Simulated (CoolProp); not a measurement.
Model: reference Helmholtz-energy equation of state, Span 2000, in CoolProp.

Q: For nitrogen, give the phase and the Joule-Thomson coefficient (K/MPa) at 412.5 K and 3.71 MPa.

A: 
- 412.5 K and 3.71 MPa: supercritical; Joule-Thomson coefficient 0.773
